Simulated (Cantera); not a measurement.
Feed: 1 mol FeS₂, 2.1 mol H₂S, 0.74 mol CO₂, at 1575 K and 13.3 mbar.

Equilibrium computed with Cantera from the NASA thermochemical tables; the gas is ideal and each condensed phase is pure. Candidate condensed phases: C, C₆H₆, C₇H₈, C₈H₁₈, Fe, Fe(CO)₅, FeO, Fe(OH)₂, Fe(OH)₃, FeS, FeSO₄, FeS₂, Fe₂O₃, Fe₂(SO₄)₃, Fe₃O₄, H₂O, H₂SO₄, S; 127 gas species. FeS: taken at fixed stoichiometry. Kinetics and transport are ignored.

Base state: S₂ 0.328, H₂ 0.297, CO 0.148, H₂O 0.138, H₂S 0.0505, CO₂ 0.0237, SH 0.00671, SO₂ 0.00394 (mole fractions); condensed: FeS(l).

### Question
What changes in the equilibrium state with this change: temperature from 1575 K to 725 K?

### Answer
```tsv
species	before	after
H₂S	0.0505	0.693
CO₂	0.0237	0.227
H₂O	0.138	0.0316
S₂	0.328	0.00815
H₂	0.297	0.00834
COS	0.000845	0.0226
CO	0.148	0.00796
SO	0.00191	<1e-9
S	0.000463	<1e-9
FeS(l), mol	1.000	0
FeS₂(s), mol	0	1.00
```
Gases not in the tables: S₃ to S₇.
